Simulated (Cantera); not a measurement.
Charge: 1 mol FeCl2, 3.8 mol O2, 0.17 mol H2, equilibrated at 850 °C and 1.70 mbar.

Method: chemical equilibrium by Gibbs-energy minimisation in Cantera with the NASA 1993 tables (ideal gas, pure condensed phases). Candidate condensed phases: Fe, FeCl2, FeCl3, FeO, Fe(OH)2, Fe(OH)3, Fe2O3, Fe3O4, H2O; 22 gas species. Rates play no part.

Base state: O2 0.723, Cl2 0.160, HCl 0.0786, Cl 0.0195, FeCl3 0.00954, FeCl2 0.00881, H2O 0.000210, ClO 3.14e-5 (mole fractions); condensed: Fe2O3(s).

Problem. What changes in the equilibrium state with this change: H2 from 0.17 to 17 mol?

Solution. 
```
species          before    after
-------------  --------  -------
H2                <1e-9    0.522
H2O            0.000210    0.369
HCl              0.0786    0.107
O2                0.723    <1e-9
Cl2               0.160    <1e-9
Cl               0.0195  1.36e-7
FeCl2           0.00881  0.00215
FeCl3           0.00954  1.62e-8
ClO             3.14e-5    <1e-9
Fe2O3(s), mol     0.461        0
FeO(s), mol           0    0.961
```
The tables' stoichiometric FeO is somewhat more stable than real wüstite, so its field is too wide. FeO: taken at fixed stoichiometry.
